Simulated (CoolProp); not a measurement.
Vapour-liquid equilibrium of hydrogen chloride (1) + n-butane (2) at 246.2 K; x and y are mole fractions of (1).

Values from CoolProp's multi-fluid Helmholtz-energy mixture model, Thol 2018 and Bücker 2006; pair parameters Bell 2016.

| x | bubble pressure, mixture model (MPa) | bubble pressure, Raoult's law (MPa) | y, mixture model | y, Raoult's law |
|---|---|---|---|---|
| 0.05 | 0.1467 | 0.09060 | 0.779 | 0.657 |
| 0.125 | 0.3125 | 0.1774 | 0.898 | 0.839 |
| 0.2 | 0.4600 | 0.2642 | 0.932 | 0.901 |
| 0.275 | 0.5819 | 0.3510 | 0.948 | 0.932 |
| 0.35 | 0.6774 | 0.4379 | 0.956 | 0.951 |
| 0.425 | 0.7503 | 0.5247 | 0.962 | 0.964 |
| 0.5 | 0.8066 | 0.6115 | 0.966 | 0.973 |
| 0.575 | 0.8533 | 0.6983 | 0.969 | 0.980 |
| 0.65 | 0.8965 | 0.7851 | 0.972 | 0.985 |
| 0.725 | 0.9419 | 0.8719 | 0.976 | 0.990 |
| 0.8 | 0.9940 | 0.9587 | 0.980 | 0.993 |
| 0.875 | 1.056 | 1.046 | 0.986 | 0.996 |
| 0.95 | 1.132 | 1.132 | 0.994 | 0.999 |

The largest gap from Raoult's law is +76.2 % in bubble pressure, at x = 0.125. No azeotrope shows between x = 0.05 and 0.95.

The pair parameters rest on a limited set of measurements; away from them the model extrapolates. With so large a gap from Raoult's law the liquid may split in two, which this calculation doesn't test in full.
